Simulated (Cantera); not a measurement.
An isothermal, constant-pressure homogeneous reactor starts with CH4 : H2O = 1 : 0.95 (molar parts), at 1900 K and 1.97 atm. Integrator tolerance rtol = 1e-08.

Model: GRI-Mech 3.0 (53 species, 325 reactions), integrated in Cantera.

Q: What does this change do: pressure from 1.97 atm to 9.87 atm?

A: 
```
quantity                                            before                                      after
-----------------  ---------------------------------------  -----------------------------------------
x(CH4) at 90.0 s   0.00262 (gas-phase equilibrium 0.00262)    0.00841 (gas-phase equilibrium 0.00841)
x(H2O) at 90.0 s   1.50e-5 (gas-phase equilibrium 1.53e-5)  0.000112 (gas-phase equilibrium 0.000118)
x(C2H6) at 90.0 s  1.07e-7 (gas-phase equilibrium 1.07e-7)    1.11e-6 (gas-phase equilibrium 1.11e-6)
x(CO) at 90.0 s        0.244 (gas-phase equilibrium 0.244)        0.246 (gas-phase equilibrium 0.246)
x(H2) at 90.0 s        0.748 (gas-phase equilibrium 0.748)        0.743 (gas-phase equilibrium 0.743)
```
